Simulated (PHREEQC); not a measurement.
0.1 mol of Iodyrite (AgI) is brought to equilibrium with 1 kg of water holding 100 mmol/kgw NaCl, at 25 °C, the pH being set by adding NaOH or HCl. Oxygen is held at 0.21 atm. CO2 from the air is kept out. Solids allowed: Iodyrite, Cerargyrite, Ag2O. Others were left out.

The numbers come from PHREEQC with the acid-base model without metal-ligand complexes, wateq4f.dat.

| pH | dissolved Ag (mol/kgw) | dissolved I (mol/kgw) | Cerargyrite (mol) | Ag(OH)2- (mol/kgw) |
|---|---|---|---|---|
| 2 | 2.71e-9 | 5.24e-8 | 4.97e-8 | 0 |
| 3 | 2.95e-9 | 4.74e-8 | ? | 0 |
| 4 | 2.98e-9 | 4.69e-8 | 4.39e-8 | 0 |
| 5 | 2.98e-9 | 4.68e-8 | 4.38e-8 | 0 |
| 6 | 2.98e-9 | 4.68e-8 | 4.38e-8 | 0 |
| 7 | 2.98e-9 | 4.68e-8 | 4.38e-8 | 0 |
| 8 | 2.98e-9 | 4.68e-8 | 4.38e-8 | 0 |
| 9 | 2.98e-9 | 4.68e-8 | 4.38e-8 | 0 |
| 10 | ? | 4.68e-8 | 4.38e-8 | 2.96e-13 |
| 11 | ? | 4.68e-8 | ? | ? |
| 12 | 8.35e-9 | 4.67e-8 | 3.83e-8 | 3.02e-9 |

Question: Complete the blanks.

Answer: 
- 3, Cerargyrite (mol): 4.44e-8
- 10, dissolved Ag (mol/kgw): 3.00e-9
- 11, dissolved Ag (mol/kgw): 3.24e-9
- 11, Cerargyrite (mol): 4.36e-8
- 11, Ag(OH)2- (mol/kgw): 2.96e-11

Complexes and solids missing from the database can't appear.
